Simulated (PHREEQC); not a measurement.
Dissolve 0.087 mol Cu(NO3)2, 3.9e-05 mol HCl and 0.00022 mol FeCl3 per kg of water at 20 °C. Closed to the air; pH follows from the charge balance.

Model: ion-association model, phreeqc.dat, run in PHREEQC.

No solid was allowed to form.

Problem. Order these Fe species by the share of Fe that they hold, largest first: Fe+3, Fe(OH)2+, Fe2(OH)2+4, Fe3(OH)4+5, FeOH+2.

Solution. FeOH+2 (61 %), Fe(OH)2+ (26 %), Fe+3 (7.1 %), Fe2(OH)2+4 (5.1 %), Fe3(OH)4+5 (1.6 %)

The pH is 3.62 and the ionic strength 0.262 mol/kgw. Examples of supersaturated solids here: Fe(OH)3(a), Hematite (slow to form). Others may be too.
